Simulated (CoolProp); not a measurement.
Vapour-liquid equilibrium of R245fa (1) + isopentane (2) at 341 K; x and y are mole fractions of (1).

The numbers come from the multi-fluid Helmholtz-energy mixture model, Akasaka 2015 and Lemmon 2006; pair parameters Bell 2016 in CoolProp.

| x | bubble pressure, mixture model (bar) | bubble pressure, Raoult's law (bar) | y, mixture model | y, Raoult's law |
|---|---|---|---|---|
| 0.05 | 4.030 | 3.490 | 0.186 | 0.082 |
| 0.125 | 4.845 | 3.668 | 0.354 | 0.196 |
| 0.2 | 5.470 | 3.847 | 0.456 | 0.299 |
| 0.275 | 5.932 | 4.025 | 0.524 | 0.393 |
| 0.35 | 6.262 | 4.204 | 0.572 | 0.479 |
| 0.425 | ? | 4.382 | 0.608 | 0.558 |
| 0.5 | ? | 4.561 | 0.636 | 0.630 |
| 0.575 | 6.744 | 4.740 | 0.662 | 0.698 |
| 0.65 | 6.799 | 4.918 | ? | 0.760 |
| 0.725 | 6.810 | 5.097 | 0.713 | 0.818 |
| 0.8 | 6.761 | 5.275 | 0.749 | 0.872 |
| 0.875 | 6.603 | 5.454 | ? | 0.923 |
| 0.95 | 6.225 | 5.632 | 0.893 | 0.970 |

Problem. Some entries are withheld; supply them.

Solution. 
- 0.425, bubble pressure, mixture model (bar): 6.492
- 0.5, bubble pressure, mixture model (bar): 6.646
- 0.65, y, mixture model: 0.686
- 0.875, y, mixture model: 0.802

The largest gap from Raoult's law is +49.0 % in bubble pressure, at x = 0.35. y crosses x between x = 0.65 and 0.725: the model has an azeotrope there.

Pair parameters are fitted to limited data, so mixtures are less certain than the pure fluids.
